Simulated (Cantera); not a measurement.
Input (Python, Cantera):

```python
import numpy as np
import cantera as ct

gas = ct.Solution("gri30.yaml")
gas.TPX = 450, 101325, {'C3H8': 1, 'O2': 4.55, 'N2': 12.7}
flame = ct.FreeFlame(gas, width=0.04)
flame.set_refine_criteria(ratio=3, slope=0.08, curve=0.16)
flame.transport_model = "mixture-averaged"
flame.solve(loglevel=0, auto=True)
z, T = flame.grid, flame.T
thick = (T[-1] - T[0]) / np.gradient(T, z).max()
show = ['C3H8', 'O2', 'C2H', 'C2H6', 'NO', 'H2O']
print(f"laminar burning velocity  {flame.velocity[0] * 100:.3f} cm/s")
print(f"burnt temperature         {T[-1]:.1f} K")
print(f"thermal thickness         {thick * 1e3:.4f} mm")
print(f"grid points               {len(z)}")
z0 = z[flame.heat_release_rate.argmax()]
print(f"{'z/mm':>9s}{'T/K':>9s}{'u/(m/s)':>9s}" + "".join(f"{s:>11s}" for s in show))
rows = []
for k in (-3, -2, -1.5, -1, -0.5, -0.25, 0, 0.25, 0.5, 1, 2, 4, 8):
    zz = z0 + k * thick
    rows.append([k * thick, np.interp(zz, z, T), np.interp(zz, z, flame.velocity),
                 *(np.interp(zz, z, flame.X[gas.species_index(s)]) for s in show)])
    print(f"{rows[-1][0] * 1e3:9.3f}{rows[-1][1]:9.1f}{rows[-1][2]:9.3f}" + "".join(f"{x:11.3e}" for x in rows[-1][3:]))
```

It prints:

```
laminar burning velocity  139.799 cm/s
burnt temperature         2546.5 K
thermal thickness         0.2156 mm
grid points               153
     z/mm      T/K  u/(m/s)       C3H8         O2        C2H       C2H6         NO        H2O
   -0.647    450.0    1.399  5.475e-02  2.491e-01  5.043e-28  1.154e-08  9.706e-11  9.118e-06
   -0.431    450.6    1.404  5.465e-02  2.485e-01  2.907e-24  3.024e-07  1.637e-09  1.211e-04
   -0.323    453.7    1.418  5.449e-02  2.474e-01  1.227e-21  2.839e-06  1.069e-08  6.460e-04
   -0.216    490.1    1.546  5.383e-02  2.423e-01  1.715e-17  6.046e-05  1.311e-07  5.426e-03
   -0.108    890.2    2.915  4.170e-02  2.001e-01  8.439e-11  1.517e-03  2.196e-06  4.431e-02
   -0.054   1377.8    4.716  1.551e-02  1.446e-01  1.395e-07  1.985e-03  5.984e-06  8.721e-02
    0.000   1833.0    6.477  6.590e-04  8.566e-02  6.675e-06  2.563e-04  1.322e-05  1.281e-01
    0.054   2053.1    7.303  1.627e-06  4.922e-02  9.023e-06  3.053e-06  2.406e-05  1.499e-01
    0.108   2117.9    7.519  6.029e-10  3.291e-02  1.363e-06  8.936e-09  3.357e-05  1.570e-01
    0.216   2163.0    7.627  9.857e-17  2.316e-02  4.458e-09  1.243e-13  4.347e-05  1.577e-01
    0.431   2216.8    7.767  3.043e-23  1.937e-02  1.161e-12  2.092e-18  5.417e-05  1.576e-01
    0.863   2287.6    7.972  4.513e-30  1.691e-02  4.077e-17  1.415e-23  7.415e-05  1.614e-01
    1.725   2373.1    8.221 -1.313e-39  1.415e-02  1.199e-20 -5.852e-28  1.164e-04  1.673e-01
```

Cantera simulation using GRI-Mech 3.0 (53 species, 325 reactions); the numbers are that mechanism's predictions, not measurements. GRI-Mech 3.0 was tuned for natural gas; its chemistry of propane as a main component is partial and can be far from experiment. Burning velocities carry a grid error of a few per cent, more on coarse grids.
